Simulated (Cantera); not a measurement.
An isothermal, constant-pressure homogeneous reactor starts with C2H6 : N2 = 1 : 2.3 (molar parts), at 1575 K and 20.0 Torr. Integrator tolerance rtol = 1e-08.

Model: GRI-Mech 3.0 (53 species, 325 reactions), integrated in Cantera. GRI-Mech 3.0 stops at C3 and has no aromatics, soot or wall deposition, so with more carbon than oxygen in the feed, carbon stays in small species such as C2H2 where larger ones or solid carbon would form. Radical loss at walls, strong at low pressure, is not modelled.

Problem. What does this change do: pressure from 20.0 Torr to 1.50 bar?

Solution. 
| quantity | before | after |
|---|---|---|
| x(C2H6) at 200 s | 1.31e-8 (gas-phase equilibrium 9.04e-9) | 2.67e-5 (gas-phase equilibrium 1.94e-5) |
| x(C2H2) at 200 s | 0.188 (gas-phase equilibrium 0.130) | 0.166 (gas-phase equilibrium 0.114) |
| x(H2) at 200 s | 0.376 (gas-phase equilibrium 0.376) | 0.321 (gas-phase equilibrium 0.330) |
| x(CH4) at 200 s | 0.00105 (gas-phase equilibrium 0.000870) | 0.0437 (gas-phase equilibrium 0.0377) |
| x(HCN) at 200 s | 1.15e-6 (gas-phase equilibrium 0.116) | 3.40e-6 (gas-phase equilibrium 0.112) |

Problem. What does this change do: temperature 1575 to 1950 K?

Solution. 
```csv
quantity,before,after
x(C2H6) at 200 s,1.31e-8 (gas-phase equilibrium 9.04e-9),9.17e-11 (gas-phase equilibrium 6.61e-11)
x(C2H2) at 200 s,0.188 (gas-phase equilibrium 0.130),0.187 (gas-phase equilibrium 0.119)
x(H2) at 200 s,0.376 (gas-phase equilibrium 0.376),0.374 (gas-phase equilibrium 0.374)
x(CH4) at 200 s,0.00105 (gas-phase equilibrium 0.000870),5.02e-5 (gas-phase equilibrium 4.35e-5)
x(HCN) at 200 s,1.15e-6 (gas-phase equilibrium 0.116),0.00233 (gas-phase equilibrium 0.139)
```

Problem. What does this change do: temperature 1575 to 1600 K?

Solution. 
```json
[
 {"quantity": "x(C2H6) at 200 s", "before": "1.31e-8 (gas-phase equilibrium 9.04e-9)", "after": "8.84e-9 (gas-phase equilibrium 6.07e-9)"},
 {"quantity": "x(C2H2) at 200 s", "before": "0.188 (gas-phase equilibrium 0.130)", "after": "0.188 (gas-phase equilibrium 0.129)"},
 {"quantity": "x(H2) at 200 s", "before": "0.376 (gas-phase equilibrium 0.376)", "after": "0.376 (gas-phase equilibrium 0.376)"},
 {"quantity": "x(CH4) at 200 s", "before": "0.00105 (gas-phase equilibrium 0.000870)", "after": "0.000823 (gas-phase equilibrium 0.000682)"},
 {"quantity": "x(HCN) at 200 s", "before": "1.15e-6 (gas-phase equilibrium 0.116)", "after": "2.02e-6 (gas-phase equilibrium 0.118)"}
]
```
